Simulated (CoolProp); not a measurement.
Vapour-liquid equilibrium of isobutane (1) + n-butane (2) at 0.149 bar; x and y are mole fractions of (1).

The numbers come from the multi-fluid Helmholtz-energy mixture model, Bücker 2006 and Bücker 2006; pair parameters Kunz 2012 in CoolProp.

```csv
x,bubble temperature (K),y at the bubble point,dew temperature at overall composition x (K),liquid density (mol/L)
0.05,230.3,0.084,230.6,11.08
0.125,229.4,0.199,230.0,11.07
0.2,228.5,0.303,229.4,11.06
0.275,227.6,0.398,228.7,11.05
0.35,226.8,0.484,228.1,11.04
0.425,226.1,0.563,227.4,11.03
0.5,225.3,0.636,226.7,11.02
0.575,224.6,0.703,225.9,11.01
0.65,223.9,0.765,225.2,11.00
0.725,223.3,0.822,224.4,10.99
0.8,222.6,0.875,223.5,10.98
0.875,222.0,0.925,222.6,10.97
0.95,221.4,0.971,221.7,10.96
```

No azeotrope shows between x = 0.05 and 0.95.

Pair parameters are fitted to limited data, so mixtures are less certain than the pure fluids.
